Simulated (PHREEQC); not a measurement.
Na2CO3 is added in steps, without added water, to 1 kg of water holding 1.6 mmol/kgw HCl, 4.8 mmol/kgw Al2(SO4)3 and 1.9 mmol/kgw Fe2(SO4)3, at 25 °C. Oxygen is held at 0.21 atm. CO2 from the air is kept out. Nothing may precipitate in this run.

Base run: PHREEQC, ion-association model, phreeqc.dat. Each further column changes one thing. The table gives pH.

| Na2CO3 added (mol) | base | Al2(SO4)3 left out | HCl left out | solids may form |
|---|---|---|---|---|
| 0 | 2.85 | 2.72 | 3.12 | 2.85 |
| 0.011 | 5.74 | (withheld) | 5.80 | 4.83 |
| 0.02567 | 6.32 | 9.69 | 6.35 | (withheld) |
| 0.03667 | 6.71 | 9.95 | (withheld) | 7.02 |
| 0.05133 | 7.99 | (withheld) | 8.27 | 9.04 |
| 0.06233 | 8.98 | 10.21 | 9.06 | 9.33 |
| 0.077 | 9.34 | 10.29 | 9.38 | 9.51 |
| 0.088 | 9.48 | 10.33 | 9.52 | 9.59 |

Q: Fill in the missing entries.

A: 
- 0.011, Al2(SO4)3 left out: 7.31
- 0.02567, solids may form: 6.02
- 0.03667, HCl left out: 6.76
- 0.05133, Al2(SO4)3 left out: 10.13

In at least one series the solution becomes supersaturated in solids that the run did not let form, among them Al(OH)3(a), Fe(OH)3(a).  Solids allowed in the column 'solids may form': Al(OH)3(a), Fe(OH)3(a), Halite.
